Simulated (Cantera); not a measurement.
Input: 1 mol BF₃, a varied amount of H₂, 6 mol N₂, at 1073.15 K and 0.0100 bar.

Cantera equilibrium calculation (NASA polynomials, part measured and part estimated; ideal gas, pure solids and liquids). Candidate condensed phases: B, BN; 31 gas species. N₂ is the only nitrogen source here; it is nearly inert below about 1500 K, so the nitride shown seldom forms there in practice. Kinetics and transport are ignored.

log p: log10 of the partial pressure in bar; n: condensed amount in mol.

| n(H₂) (mol) | log p H₂ | log p N₂ | log p BF₃ | log p HF | n BN(s) |
|---|---|---|---|---|---|
| 1.4 | -2.79 | -2.15 | -2.94 | -4.02 | [?] |
| 2.2 | -2.63 | -2.19 | -2.98 | -3.96 | [?] |
| 3.5 | -2.49 | -2.24 | -3.04 | -3.92 | [?] |
| 5.6 | -2.36 | -2.32 | -3.12 | -3.90 | [?] |
| 9.1 | -2.25 | -2.43 | -3.24 | -3.90 | [?] |
| 15 | -2.17 | -2.57 | -3.38 | -3.93 | [?] |
| 23 | -2.12 | -2.70 | -3.53 | -3.97 | [?] |
| 37 | -2.08 | -2.87 | -3.71 | -4.04 | [?] |
| 60 | -2.05 | -3.05 | -3.91 | -4.12 | [?] |
| 96 | -2.03 | -3.24 | -4.12 | -4.22 | [?] |
| 150 | -2.02 | -3.43 | -4.32 | -4.31 | [?] |

Question: What belongs in the gaps?

Answer: 
- 1.4, n BN(s): 0.0266
- 2.2, n BN(s): 0.0334
- 3.5, n BN(s): 0.0421
- 5.6, n BN(s): 0.0531
- 9.1, n BN(s): 0.0675
- 15, n BN(s): 0.0862
- 23, n BN(s): 0.106
- 37, n BN(s): 0.133
- 60, n BN(s): 0.167
- 96, n BN(s): 0.208
- 150, n BN(s): 0.255
